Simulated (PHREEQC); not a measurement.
A PHREEQC speciation (ion-association model, phreeqc.dat) at 70 °C gives pH 2.21 and these molalities:

| species | mol/kgw |
|---|---|
| MgSO4 | 0.0395 |
| SO4-2 | 0.0337 |
| HSO4- | 0.0242 |
| Cu+2 | 0.0214 |
| Mg+2 | 0.0205 |
| CuSO4 | 0.0166 |
| H+ | 0.00782 |

**Question.** What are the element totals, and what could have been dissolved in 1 kg of water to give them?

**Answer.** This is not unique; one that fits is totals Cu(2) 0.0380, Mg 0.0600, S(6) 0.114 mol/kgw, from 16 mmol/kgw H2SO4, 38 mmol/kgw CuSO4 and 60 mmol/kgw MgSO4.

No solid was allowed to form. Complexes and solids missing from the database can't appear. Away from 25 °C the constants follow the database's enthalpies or fits; those with neither stay at their 25 °C values.
